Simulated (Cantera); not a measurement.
A Cantera script and what it prints.

```python
import numpy as np
import cantera as ct

gas_names = """
    H HO2 H2 H2O H2O2 O OH O2 O3 V VO VO2
""".split()
cond_names = """
    H2O(s) H2O(L) V(cr) V(L) VO(s) VO(L) V2O3(s) V2O3(L) V2O4(I) V2O4(II) V2O4(L) V2O5(s) V2O5(L)
""".split()


# ... load() reads the species with a 1 bar reference pressure and builds the phases ...
atoms = {
    'V': {'V': 1},
    'O2': {'O': 2},
    'H2': {'H': 2},
}
top_T = {}  # K; cautious upper limits of use, not melting points


# ... equilibrate(T, P, feed) seeds the gas with the atoms and calls Mixture.equilibrate('TP', solver="vcs", rtol=1e-11, max_steps=5000) ...
results = []
feed = {'V': 1, 'O2': 3.3, 'H2': 19}  # mol
P = 100000  # Pa
for T in [2325, 2350, 2375, 2400, 2425, 2450, 2475]:
    mix = equilibrate(T, P, feed)
    results.append((T, P, feed, dict(zip(mix.species_names, mix.species_moles))))

top = {s: max(r[3][s] / sum(r[3][g] for g in gas_names) for r in results) for s in gas_names}
cols = sorted((s for s in top if top[s] > 0.0001), key=lambda s: -top[s])[:6]
seen = [c for c in cond_names if any(r[3].get(c, 0) > 1e-12 for r in results)]
print("log10 of partial pressures in bar; condensed amounts in mol")
print(f"{'T/K':>10s}" + "".join(f"{s[:9]:>10s}" for s in cols + seen))
for T, P, feed, n in results:
    ng = sum(n[g] for g in gas_names)
    print(f"{T:10.4g}" + "".join(f"{np.log10(max(n[s] / ng * P / 1e5, 1e-99)):10.3f}" for s in cols)
          + "".join(f"{n.get(c, 0):10.4g}" for c in seen))
```

It prints:

```
log10 of partial pressures in bar; condensed amounts in mol
       T/K        H2       H2O         H       VO2        OH        VO   V2O3(s)   V2O3(L)
      2325    -0.141    -0.577    -2.029    -2.674    -3.243    -4.216    0.4792         0
      2350    -0.142    -0.578    -1.975    -2.573    -3.175    -4.089         0    0.4736
      2375    -0.142    -0.579    -1.922    -2.483    -3.108    -3.974         0    0.4674
      2400    -0.143    -0.581    -1.870    -2.395    -3.043    -3.861         0    0.4599
      2425    -0.144    -0.583    -1.819    -2.308    -2.980    -3.750         0     0.451
      2450    -0.145    -0.585    -1.770    -2.224    -2.918    -3.642         0    0.4402
      2475    -0.147    -0.587    -1.721    -2.142    -2.858    -3.536         0    0.4274
```

Cantera equilibrium calculation (NASA polynomials, part measured and part estimated; ideal gas, pure solids and liquids). Condensed phases not in the tables: the oxides between V2O3 and V2O5 other than VO2.
